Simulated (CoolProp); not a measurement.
Vapour-liquid equilibrium of acetone (1) + n-heptane (2) at 1610 kPa; x and y are mole fractions of (1).

Computed with CoolProp (multi-fluid Helmholtz-energy mixture model, Lemmon 2006 and Span 2003; pair parameters Bell 2016).

```
x     bubble temperature (K)  y at the bubble point  dew temperature at overall composition x (K)  liquid density (mol/L)
----  ----------------------  ---------------------  --------------------------------------------  ----------------------
0.05                   495.1                  0.119                                         500.1                   4.623
0.15                   480.3                  0.318                                         492.8                   5.055
0.25                   469.2                  0.461                                         485.4                   5.457
0.35                   461.2                  0.563                                         477.9                   5.856
0.45                   455.2                  0.641                                         470.1                   6.276
0.55                   450.8                  0.704                                         462.2                   6.742
0.65                   447.4                  0.762                                         454.6                   7.279
0.75                   444.8                  0.818                                         448.0                   7.914
0.85                   442.8                  0.880                                         443.6                   8.673
0.95                   441.6                  0.955                                         441.7                   9.581
```

No azeotrope shows between x = 0.05 and 0.95.

The pair parameters rest on a limited set of measurements; away from them the model extrapolates.
